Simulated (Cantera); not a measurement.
SiH₄ + N₂ (silicon nitride deposition)

A closed system holds: 1 mol SiH₄, 0.83 mol N₂, held at 1.00 bar.

Equilibrium computed with Cantera from the NASA thermochemical tables; the gas is ideal and each condensed phase is pure. Candidate condensed phases: Si, Si₃N₄; 18 gas species. N₂ is the only nitrogen source here; it is nearly inert below about 1500 K, so the nitride shown seldom forms there in practice. Mutual solubility and eutectic melting of coexisting phases are not modelled. Gases not in the tables: Si₂H₆ and higher silanes. Equilibrium is a limit: real reactors are often held back by kinetics, nucleation or transport.

From 877 °C to 1627 °C the condensed part is Si₃N₄(s). At 1702 °C the condensed part is Si(l) + Si₃N₄(s). At 1777 °C the condensed part is Si(l).

```tsv
T (°C)	x H₂	x N₂	x H	x SiH₂	x Si	x NH₃	x SiH	n Si₃N₄(s)	n Si(l)
877	0.924	0.0755	7.17e-8	<1e-12	<1e-12	5.95e-5	<1e-12	0.333	0
952	0.924	0.0755	3.00e-7	1.56e-12	<1e-12	4.16e-5	<1e-12	0.333	0
1027	0.924	0.0755	1.06e-6	2.49e-11	<1e-12	3.03e-5	<1e-12	0.333	0
1102	0.924	0.0755	3.29e-6	2.92e-10	<1e-12	2.28e-5	2.71e-12	0.333	0
1177	0.924	0.0755	9.09e-6	2.64e-9	1.14e-11	1.77e-5	4.37e-11	0.333	0
1252	0.924	0.0755	2.27e-5	1.92e-8	1.91e-10	1.40e-5	5.33e-10	0.333	0
1327	0.924	0.0755	5.23e-5	1.16e-7	2.44e-9	1.14e-5	5.11e-9	0.333	0
1402	0.924	0.0755	0.000112	5.92e-7	2.47e-8	9.43e-6	3.99e-8	0.333	0
1477	0.924	0.0755	0.000224	2.63e-6	2.05e-7	7.93e-6	2.60e-7	0.333	0
1552	0.924	0.0755	0.000423	1.03e-5	1.42e-6	6.77e-6	1.45e-6	0.333	0
1627	0.924	0.0755	0.000763	3.60e-5	8.42e-6	5.85e-6	7.02e-6	0.333	0
1702	0.881	0.118	0.00128	8.10e-5	3.23e-5	5.95e-6	2.18e-5	0.281	0.156
1777	0.705	0.293	0.00190	9.88e-5	7.73e-5	5.93e-6	3.93e-5	0	0.999
```
x: gas mole fraction; n: condensed amount in mol.
